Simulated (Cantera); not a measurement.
# Dilute partial oxidation

An isothermal, constant-pressure homogeneous reactor starts with 1.25 % CH₄, 2.60 % O₂, 96.2 % N₂, equivalence ratio 0.96, at 1275 K and 101000 Pa.

Detailed kinetics in Cantera: GRI-Mech 3.0 (53 species, 325 reactions). The temperature is held fixed by assumption; the heat of reaction is taken as removed at once.

```json
[
 {"t (s)": "0.000500", "x CH₄": "0.0125", "x O₂": "0.0260", "x H": "1.16e-10", "x C₂H₆": "1.80e-11", "x NO₂": "<1e-12", "x OH": "1.10e-10"},
 {"t (s)": "0.00158", "x CH₄": "0.0125", "x O₂": "0.0260", "x H": "2.26e-10", "x C₂H₆": "8.60e-10", "x NO₂": "<1e-12", "x OH": "3.36e-10"},
 {"t (s)": "0.00500", "x CH₄": "0.0125", "x O₂": "0.0260", "x H": "6.78e-10", "x C₂H₆": "6.17e-8", "x NO₂": "<1e-12", "x OH": "1.29e-9"},
 {"t (s)": "0.0158", "x CH₄": "0.0125", "x O₂": "0.0260", "x H": "1.84e-9", "x C₂H₆": "2.30e-6", "x NO₂": "<1e-12", "x OH": "3.37e-9"},
 {"t (s)": "0.0500", "x CH₄": "0.0124", "x O₂": "0.0259", "x H": "6.48e-9", "x C₂H₆": "2.18e-5", "x NO₂": "<1e-12", "x OH": "8.21e-9"},
 {"t (s)": "0.158", "x CH₄": "0.0109", "x O₂": "0.0249", "x H": "1.44e-7", "x C₂H₆": "0.000259", "x NO₂": "<1e-12", "x OH": "9.61e-8"},
 {"t (s)": "0.500", "x CH₄": "<1e-12", "x O₂": "0.000961", "x H": "4.22e-8", "x C₂H₆": "<1e-12", "x NO₂": "5.27e-9", "x OH": "6.37e-6"},
 {"t (s)": "1.58", "x CH₄": "<1e-12", "x O₂": "0.000960", "x H": "1.61e-9", "x C₂H₆": "<1e-12", "x NO₂": "2.60e-9", "x OH": "2.22e-6"},
 {"t (s)": "5.00", "x CH₄": "<1e-12", "x O₂": "0.000960", "x H": "2.61e-10", "x C₂H₆": "<1e-12", "x NO₂": "1.47e-9", "x OH": "1.21e-6"},
 {"t (s)": "15.8", "x CH₄": "<1e-12", "x O₂": "0.000961", "x H": "1.57e-10", "x C₂H₆": "<1e-12", "x NO₂": "1.32e-9", "x OH": "1.02e-6"},
 {"t (s)": "50.0", "x CH₄": "<1e-12", "x O₂": "0.000961", "x H": "1.56e-10", "x C₂H₆": "<1e-12", "x NO₂": "1.32e-9", "x OH": "1.02e-6"}
]
```
x: mole fraction; the columns are a selection and need not sum to one.

Equilibrium at this temperature and pressure: CH₄ <1e-12, O₂ 0.000949, H 1.56e-10, C₂H₆ <1e-12, NO₂ 2.03e-8, OH 1.01e-6 (gas phase only).
